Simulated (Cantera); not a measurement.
Input (Python, Cantera):

```python
import numpy as np
import cantera as ct

gas = ct.Solution("gri30.yaml")
gas.TPX = 350, 100000, {'CH4': 1, 'H2': 0.043, 'O2': 2.85, 'N2': 12}
flame = ct.FreeFlame(gas, width=0.04)
flame.set_refine_criteria(ratio=3, slope=0.08, curve=0.16)
flame.transport_model = "mixture-averaged"
flame.solve(loglevel=0, auto=True)
z, T = flame.grid, flame.T
thick = (T[-1] - T[0]) / np.gradient(T, z).max()
show = ['CH4', 'H2', 'O2', 'CH3', 'NO2', 'HCO']
print(f"laminar burning velocity  {flame.velocity[0] * 100:.3f} cm/s")
print(f"burnt temperature         {T[-1]:.1f} K")
print(f"thermal thickness         {thick * 1e3:.4f} mm")
print(f"grid points               {len(z)}")
z0 = z[flame.heat_release_rate.argmax()]
print(f"{'z/mm':>9s}{'T/K':>9s}{'u/(m/s)':>9s}" + "".join(f"{s:>11s}" for s in show))
rows = []
for k in (-3, -2, -1.5, -1, -0.5, -0.25, 0, 0.25, 0.5, 1, 2, 4, 8):
    zz = z0 + k * thick
    rows.append([k * thick, np.interp(zz, z, T), np.interp(zz, z, flame.velocity),
                 *(np.interp(zz, z, flame.X[gas.species_index(s)]) for s in show)])
    print(f"{rows[-1][0] * 1e3:9.3f}{rows[-1][1]:9.1f}{rows[-1][2]:9.3f}" + "".join(f"{x:11.3e}" for x in rows[-1][3:]))
```

Output:

```
laminar burning velocity  20.669 cm/s
burnt temperature         1791.4 K
thermal thickness         0.7356 mm
grid points               140
     z/mm      T/K  u/(m/s)        CH4         H2         O2        CH3        NO2        HCO
   -2.207    350.6    0.207  6.287e-02  2.894e-03  1.793e-01  6.438e-10  1.806e-10  1.628e-18
   -1.471    355.1    0.210  6.260e-02  3.177e-03  1.790e-01  5.663e-09  2.217e-09  9.264e-16
   -1.103    371.3    0.220  6.168e-02  3.510e-03  1.779e-01  2.548e-08  1.174e-08  8.559e-14
   -0.736    457.3    0.271  5.714e-02  4.088e-03  1.719e-01  3.134e-07  7.344e-08  1.791e-11
   -0.368    821.6    0.490  3.833e-02  4.887e-03  1.423e-01  3.734e-05  1.516e-07  3.212e-08
   -0.184   1151.3    0.689  2.077e-02  5.240e-03  1.119e-01  3.143e-04  3.923e-08  1.228e-06
    0.000   1473.1    0.882  4.212e-03  4.611e-03  7.790e-02  4.085e-04  5.920e-09  8.987e-06
    0.184   1605.5    0.958  1.653e-04  2.695e-03  6.166e-02  2.336e-05  1.994e-09  1.517e-06
    0.368   1658.7    0.986  3.365e-06  1.927e-03  5.714e-02  5.512e-07  2.146e-09  4.214e-08
    0.736   1715.8    1.016  3.708e-09  1.312e-03  5.436e-02  7.444e-10  2.932e-09  1.088e-09
    1.471   1759.4    1.040  9.106e-14  6.262e-04  5.302e-02  2.284e-14  4.540e-09  1.215e-10
    2.942   1781.3    1.052  1.179e-18  2.067e-04  5.261e-02  3.076e-18  6.550e-09  7.545e-12
    5.885   1789.1    1.056  2.068e-19  6.348e-05  5.257e-02  3.861e-19  7.027e-09  4.144e-13
```

Cantera simulation using GRI-Mech 3.0 (53 species, 325 reactions); the numbers are that mechanism's predictions, not measurements. Burning velocities carry a grid error of a few per cent, more on coarse grids.
